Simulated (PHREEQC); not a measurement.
## Sulfide liquor

Consider water at 25 °C with 0.03 mol/kgw NaHS and 6.5e-05 mol/kgw HCl. Closed to the air; pH follows from the charge balance.

The numbers come from PHREEQC with the ion-association model, phreeqc.dat.

```json
{
 "pH": "9.33",
 "ionic_strength": "0.0300 mol/kgw",
 "specific_conductance": "3080 µS/cm",
 "total_alkalinity": "29.9 meq/kg"
}
```

```json
[
 {"species": "Na+", "molality": "0.0300", "activity": "0.0256", "log γ": "-0.069"},
 {"species": "HS-", "molality": "0.0299", "activity": "0.0252", "log γ": "-0.074"},
 {"species": "H2S", "molality": "0.000103", "activity": "0.000103", "log γ": "0.003"},
 {"species": "Cl-", "molality": "6.50e-5", "activity": "5.50e-5", "log γ": "-0.073"},
 {"species": "OH-", "molality": "2.55e-5", "activity": "2.15e-5", "log γ": "-0.074"},
 {"species": "S-2", "molality": "1.22e-5", "activity": "6.49e-6", "log γ": "-0.275"}
]
```

Precipitation was switched off in this run.
